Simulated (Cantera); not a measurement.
Mixture: CH3OH : O2 : N2 = 1 : 1.36 : 3.95 (molar parts), equivalence ratio 1.1, at 67000 Pa, adiabatic and at constant volume. Ignition delay is the time to a rise of 400 K.

Computed with Cantera and GRI-Mech 3.0 (53 species, 325 reactions). GRI-Mech 3.0 was tuned for natural gas; its chemistry of methanol as a main component is partial and can be far from experiment.

Q: Predict: delay at 1275 K; delay at 1350 K; delay at 1425 K; delay at 1500 K; delay at 1575 K; apparent activation energy between 1425 and 1575 K.

A: 
| Item | Value |
|---|---|
| delay at 1275 K | 3.85 ms |
| delay at 1350 K | 1.39 ms |
| delay at 1425 K | 0.571 ms |
| delay at 1500 K | 0.262 ms |
| delay at 1575 K | 0.132 ms |
| apparent activation energy between 1425 and 1575 K | 180 kJ/mol |
